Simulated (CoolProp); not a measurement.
Vapour-liquid equilibrium of R125 (1) + R152A (2) at 6.94 bar; x and y are mole fractions of (1).

Values from CoolProp's multi-fluid Helmholtz-energy mixture model, Lemmon 2005 and Outcalt 1996; pair parameters Bell 2016.

```tsv
x	bubble temperature, mixture model (K)	bubble temperature, Raoult's law (K)	y, mixture model	y, Raoult's law
0.05	301.2	301.2	0.097	0.107
0.15	297.4	297.2	0.262	0.290
0.25	294.0	293.5	0.398	0.439
0.35	291.0	290.2	0.515	0.561
0.45	288.2	287.2	0.618	0.663
0.55	285.4	284.4	0.710	0.748
0.65	282.8	281.9	0.791	0.820
0.75	280.3	279.5	0.863	0.881
0.85	277.8	277.3	0.925	0.934
0.95	275.4	275.2	0.977	0.980
```

The largest gap from Raoult's law is +1.0 K in bubble temperature, at x = 0.55. No azeotrope shows between x = 0.05 and 0.95.

The pair parameters rest on a limited set of measurements; away from them the model extrapolates.
